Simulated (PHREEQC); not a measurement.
# Acid mine or pickling water

Model water analysis in mg/kgw, 62 °C, pH 1.86, pe 10.4:

```json
[
 {"constituent": "Na", "mg/kgw": "130"},
 {"constituent": "K", "mg/kgw": "315"},
 {"constituent": "Ca", "mg/kgw": "129"},
 {"constituent": "Mg", "mg/kgw": "130"},
 {"constituent": "Cl", "mg/kgw": "25.6"},
 {"constituent": "S(6) as SO4", "mg/kgw": "2820"},
 {"constituent": "Cu(2)", "mg/kgw": "20.1"}
]
```

Valence states are taken as typed.

Model: ion-association model, phreeqc.dat, run in PHREEQC.

Each row changes one thing in this solution. No solid was allowed to form.

```csv
case,ionic strength (mol/kgw),HSO4- (mol/kgw),SO4-2 (mol/kgw),K+ (mol/kgw),Mg+2 (mol/kgw),MgSO4 (mol/kgw),SI of Gypsum (CaSO4:2H2O),SI of Sylvite (KCl)
as made,0.0518,0.0161,0.00900,0.00769,0.00273,0.00262,-0.76,-6.52
S(6) from 2820 to 8460 mg/kgw,0.113,0.0483,0.0330,0.00711,0.00169,0.00366,-0.56,-6.61
all concentrations times 3 at the same typed pH,0.133,0.0407,0.0291,0.0218,0.00590,0.0101,-0.13,-5.67
temperature from 62 to 75 °C at the same typed pH,0.0492,0.0181,0.00711,0.00771,0.00272,0.00263,-0.80,-6.57
```

At this temperature some constants are extrapolated from 25 °C, and those without enthalpy data are left unchanged.
